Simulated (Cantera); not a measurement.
Charge: 1 mol SiH4, 1 mol C2H4, a varied amount of H2, held at 948.15 K and 13300 Pa.

These are equilibrium values from Cantera (NASA tables, ideal gas, pure condensed phases), not measurements of a reactor. Candidate condensed phases: C, C6H6, C7H8, C8H18, Si, SiC; 87 gas species. The numbers say what is thermodynamically allowed, not how fast it happens.

x: gas mole fraction; n: condensed amount in mol.

```json
[
 {"n(H2) (mol)": "24", "x H2": "0.978", "x CH4": "0.0219", "x C2H4": "?", "x C2H6": "5.33e-8", "x H": "1.43e-9", "n C(graphite)": "0.401", "n SiC(s)": "1.00"},
 {"n(H2) (mol)": "48", "x H2": "0.980", "x CH4": "0.0196", "x C2H4": "?", "x C2H6": "4.28e-8", "x H": "1.43e-9", "n C(graphite)": "0", "n SiC(s)": "1.00"},
 {"n(H2) (mol)": "96", "x H2": "0.990", "x CH4": "0.0101", "x C2H4": "?", "x C2H6": "1.13e-8", "x H": "1.44e-9", "n C(graphite)": "0", "n SiC(s)": "1.00"},
 {"n(H2) (mol)": "190", "x H2": "0.995", "x CH4": "0.00518", "x C2H4": "?", "x C2H6": "2.95e-9", "x H": "1.44e-9", "n C(graphite)": "0", "n SiC(s)": "1.00"},
 {"n(H2) (mol)": "380", "x H2": "0.997", "x CH4": "0.00261", "x C2H4": "?", "x C2H6": "7.46e-10", "x H": "1.44e-9", "n C(graphite)": "0", "n SiC(s)": "1.00"},
 {"n(H2) (mol)": "770", "x H2": "0.999", "x CH4": "0.00129", "x C2H4": "?", "x C2H6": "1.83e-10", "x H": "1.44e-9", "n C(graphite)": "0", "n SiC(s)": "1.00"},
 {"n(H2) (mol)": "1500", "x H2": "0.999", "x CH4": "0.000665", "x C2H4": "?", "x C2H6": "4.84e-11", "x H": "1.44e-9", "n C(graphite)": "0", "n SiC(s)": "1.000"}
]
```

Complete the blanks.


- 24, x C2H4: 5.86e-8
- 48, x C2H4: 4.69e-8
- 96, x C2H4: 1.22e-8
- 190, x C2H4: 3.18e-9
- 380, x C2H4: 8.04e-10
- 770, x C2H4: 1.97e-10
- 1500, x C2H4: 5.20e-11
